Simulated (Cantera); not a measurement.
## Thermodynamics of tantalum, niobium, vanadium and zirconium in process gases, feed Nb + O₂ + H₂

Input: 1 mol Nb, 3.3 mol O₂, 65 mol H₂, equilibrated at 1 atm.

Cantera equilibrium calculation (NASA polynomials, part measured and part estimated; ideal gas, pure solids and liquids). Candidate condensed phases: H₂O, Nb, NbO, NbO₂, Nb₂O₅; 12 gas species. Mutual solubility and eutectic melting of coexisting phases are not modelled. Condensed phases not in the tables: the oxides between NbO₂ and Nb₂O₅. The numbers say what is thermodynamically allowed, not how fast it happens.

```csv
T (K),log p H₂,log p H₂O,log p H,log p OH,n Nb₂O₅(s),n NbO₂(s)
1175,-0.02,-1.19,-6.92,-10.25,0.500,0
1225,-0.02,-1.19,-6.52,-9.73,0.500,0
1275,-0.02,-1.19,-6.14,-9.25,0.500,0
1325,-0.02,-1.19,-5.80,-8.81,0.500,0
1375,-0.02,-1.19,-5.48,-8.39,0.500,0
1425,-0.02,-1.18,-5.18,-8.00,0.397,0.205
1475,-0.03,-1.14,-4.90,-7.60,0,1.00
1525,-0.03,-1.14,-4.64,-7.27,0,1.00
```
log p: log10 of the partial pressure in bar; n: condensed amount in mol.

From 1175 K to 1375 K the condensed part is Nb₂O₅(s). At 1425 K the condensed part is NbO₂(s) + Nb₂O₅(s). From 1475 K to 1525 K the condensed part is NbO₂(s).
